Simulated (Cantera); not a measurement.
A perfectly stirred reactor is fed with 0.200 % CO, 4.57 % O₂, 0.0190 % H₂O, 95.2 % N₂, equivalence ratio 0.022, at 4.93 atm; it is held at 1248 K, and followed from long to short residence time.

Model: GRI-Mech 3.0 (53 species, 325 reactions), integrated in Cantera.

Q: Predict: x(CO) at τ = 1.30 s; x(O₂) at τ = 1.30 s; x(H₂O) at τ = 1.30 s; x(NO) at τ = 1.30 s; x(CO₂) at τ = 1.30 s; x(CO) at τ = 15.0 ms; x(O₂) at τ = 15.0 ms; x(H₂O) at τ = 15.0 ms; x(NO) at τ = 15.0 ms; x(CO₂) at τ = 15.0 ms.

A: 
```
Property                 Result
---------------------  --------
x(CO) at τ = 1.30 s    0.000148
x(O₂) at τ = 1.30 s      0.0448
x(H₂O) at τ = 1.30 s   0.000190
x(NO) at τ = 1.30 s     9.28e-7
x(CO₂) at τ = 1.30 s    0.00185
x(CO) at τ = 15.0 ms    0.00165
x(O₂) at τ = 15.0 ms     0.0455
x(H₂O) at τ = 15.0 ms  0.000189
x(NO) at τ = 15.0 ms    1.67e-8
x(CO₂) at τ = 15.0 ms  0.000348
```
